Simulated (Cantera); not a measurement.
**Equilibrium for carbothermic reduction: MgO + C + H2**

Charge: 1 mol MgO, 1.1 mol C, 0.11 mol H2, held at 2425 K and 2.80 bar.

Method: chemical equilibrium by Gibbs-energy minimisation in Cantera with the NASA 1993 tables (ideal gas, pure condensed phases). Candidate condensed phases: C, C6H6, C7H8, C8H18, H2O, Mg, MgCO3, MgO, Mg(OH)2; 116 gas species. The tables' values for MgH are old estimates; treat these amounts as uncertain. Kinetics and transport are ignored.

```yaml
x(CO): 0.474
x(Mg): 0.471
x(H2): 0.0489
x(MgH): 0.00336
x(H): 0.00237
x(C2H2 (acetylene)): 0.000382
x(Mg2): 4.85e-5
x(CO2): 3.10e-6
x(MgOH): 2.34e-6
n(C(graphite)): 0.0984 mol
gas_amount: 2.109 mol
log10 activity of Mg(l) (absent): -1.93
```
